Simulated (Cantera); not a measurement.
Charge: 1 mol Si2Cl6, 1.3 mol N2, 4.8 mol H2, equilibrated at 1700 K and 9.75 Torr.

Method: chemical equilibrium by Gibbs-energy minimisation in Cantera with the NASA 1993 tables (ideal gas, pure condensed phases). Candidate condensed phases: NH4Cl, Si, Si3N4; 28 gas species. The feed counts by its element totals alone. The tables' values for SiCl3, SiCl are old estimates; treat these amounts as uncertain. The numbers say what is thermodynamically allowed, not how fast it happens.

Base state: H2 0.422, SiCl2 0.213, HCl 0.213, N2 0.143, SiCl3 0.00642, H 0.000840, SiCl4 0.000380, Cl 0.000329 (mole fractions); condensed: gas only.

Question: What changes in the equilibrium state with this change: temperature from 1700 K to 1775 K?

Answer: 
| species | before | after |
|---|---|---|
| H2 | 0.422 | 0.420 |
| HCl | 0.213 | 0.215 |
| SiCl2 | 0.213 | 0.215 |
| SiCl3 | 0.00642 | 0.00458 |
| N2 | 0.143 | 0.143 |
| Si | 2.89e-5 | 0.000103 |
| SiCl4 | 0.000380 | 0.000166 |
